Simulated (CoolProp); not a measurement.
Vapour-liquid equilibrium of carbon monoxide (1) + methane (2) at 3.77 bar; x and y are mole fractions of (1).

The numbers come from the multi-fluid Helmholtz-energy mixture model, Lemmon 2006 and Setzmann 1991; pair parameters Kunz 2012 in CoolProp.

Q: Give the bubble temperature and the first vapour's composition at x = 0.25, 0.65, 0.85. Is there an azeotrope?

A: x = 0.25: 110.2 K, y = 0.802; x = 0.65: 99.5 K, y = 0.958; x = 0.85: 97.0 K, y = 0.982. No azeotrope shows between x = 0.05 and 0.95.

Pair parameters are fitted to limited data, so mixtures are less certain than the pure fluids.
